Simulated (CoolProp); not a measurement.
Vapour-liquid equilibrium of benzene (1) + p-xylene (2) at 474.7 K; x and y are mole fractions of (1).

Values from CoolProp's multi-fluid Helmholtz-energy mixture model, Thol 2012 and Zhou 2012; pair parameters Bell 2016.

Question: Give the bubble pressure and the first vapour's composition at x = 0.05, 0.15, 0.45. Is there an azeotrope?

Answer: x = 0.05: 4.697 bar, y = 0.127; x = 0.15: 5.613 bar, y = 0.329; x = 0.45: 8.585 bar, y = 0.692. No azeotrope shows between x = 0.05 and 0.95.

The pair parameters rest on a limited set of measurements; away from them the model extrapolates.
